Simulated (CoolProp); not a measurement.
Vapour-liquid equilibrium of propylene (1) + dimethyl ether (2) at 303.4 K; x and y are mole fractions of (1).

Computed with CoolProp (multi-fluid Helmholtz-energy mixture model, Lemmon 2013 and Wu 2011; pair parameters Bell 2016).

Give the bubble pressure and the first vapour's composition at x = 0.2, 0.8, 0.95. Is there an azeotrope?

x = 0.2: 0.8399 MPa, y = 0.322; x = 0.8: 1.213 MPa, y = 0.857; x = 0.95: 1.289 MPa, y = 0.964. No azeotrope shows between x = 0.05 and 0.95.

The pair parameters rest on a limited set of measurements; away from them the model extrapolates.
